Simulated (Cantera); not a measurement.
Charge: 1 mol Ta₂O₅, 110 mol H₂, held at 1 atm.

These are equilibrium values from Cantera (NASA tables, ideal gas, pure condensed phases), not measurements of a reactor. Candidate condensed phases: H₂O, Ta, Ta₂O₅; 12 gas species. Mutual solubility and eutectic melting of coexisting phases are not modelled. Condensed phases not in the tables: N, O or C dissolved in the metal. Equilibrium is a limit: real reactors are often held back by kinetics, nucleation or transport. All values below are at 1298 K.

Base state: H₂ 1.000, H₂O 1.41e-5 (mole fractions); condensed: Ta(s) + Ta₂O₅(s).

What changes in the equilibrium state with this change: Ta₂O₅ replaced by Fe₃O₄?


```
species          before   after
-------------  --------  ------
H₂                1.000   0.964
H₂O             1.41e-5  0.0364
Ta(s), mol     0.000621       0
Ta₂O₅(s), mol     1.000       0
Fe(γ), mol            0    3.00
```
Further candidate phases: Fe, FeO, Fe(OH)₂, Fe(OH)₃, Fe₂O₃, Fe₃O₄.
